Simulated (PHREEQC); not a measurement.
Make-up at 80 °C: 0.014 mol/kgw NaHCO3, 0.00022 mol/kgw Na2SO4 and 0.38 mol/kgw KCl. Closed to the air; pH follows from the charge balance.

Equilibrium calculation in PHREEQC: ion-association model, phreeqc.dat.

No solid was allowed to form.

Task: Estimate the pH, density, activity of water.

Result: pH 7.76; density 0.990 g/cm³; activity of water 0.987.

Task: In which forms is S present?

Result: KSO4- 51 %, SO4-2 48 %, NaSO4- 0.9 % of the S.

Complexes and solids missing from the database can't appear. Away from 25 °C the constants follow the database's enthalpies or fits; those with neither stay at their 25 °C values.
